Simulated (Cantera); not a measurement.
# Pb + H2 + N2 (iron carbonyl, mercury and lead vapours)

Input: 1 mol Pb, 7.8 mol H2, 8.9 mol N2, held at 36.0 Pa.

Equilibrium computed with Cantera from the NASA thermochemical tables; the gas is ideal and each condensed phase is pure. Candidate condensed phases: Pb; 11 gas species. The numbers say what is thermodynamically allowed, not how fast it happens.

| T (K) | x N2 | x H2 | x Pb | x H | x NH3 | x Pb2 | n Pb(s) | n Pb(l) |
|---|---|---|---|---|---|---|---|---|
| 450 | 0.533 | 0.467 | <1e-12 | <1e-12 | 9.99e-5 | <1e-12 | 1.00 | 0 |
| 600 | 0.533 | 0.467 | 1.43e-8 | <1e-12 | 3.49e-6 | <1e-12 | 1.00 | 0 |
| 750 | 0.533 | 0.467 | 2.63e-5 | 1.14e-11 | 4.29e-7 | <1e-12 | 0 | 1.000 |
| 900 | 0.531 | 0.465 | 0.00380 | 4.20e-9 | 1.01e-7 | 2.26e-9 | 0 | 0.936 |
| 1050 | 0.503 | 0.441 | 0.0565 | 2.84e-7 | 3.17e-8 | 1.58e-7 | 0 | 0 |
| 1200 | 0.503 | 0.441 | 0.0565 | 6.90e-6 | 1.43e-8 | 6.66e-8 | 0 | 0 |
| 1350 | 0.503 | 0.441 | 0.0565 | 8.34e-5 | 7.64e-9 | 3.38e-8 | 0 | 0 |
| 1500 | 0.503 | 0.440 | 0.0565 | 0.000616 | 4.62e-9 | 1.96e-8 | 0 | 0 |
x: gas mole fraction; n: condensed amount in mol.

From 450 K to 600 K the condensed part is Pb(s). From 750 K to 900 K the condensed part is Pb(l). From 1050 K to 1500 K nothing is condensed.
